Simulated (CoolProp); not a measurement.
A Linde-Hampson liquefier for carbon monoxide: isothermal reversible compression at 280 K from 1 atm to 5 MPa, throttling to 1 atm, return gas leaving the recuperator 5 K below the feed. Each further row changes one setting.

Computed with CoolProp (reference Helmholtz-energy equation of state, Lemmon 2006). It is a short technical equation, of lower accuracy than the large ones.

| case | liquid yield per pass | compression work (kJ/kg of gas) |
|---|---|---|
| as stated | 0.021 | 322 |
| high pressure 10 MPa | ? | ? |
| warm-end temperature 310 K | 0.013 | 358 |
| warm-end gap 10 K | ? | 322 |

Some entries are withheld; supply them.


- high pressure 10 MPa, liquid yield per pass: 0.051
- high pressure 10 MPa, compression work (kJ/kg of gas): 379
- warm-end gap 10 K, liquid yield per pass: 0.009
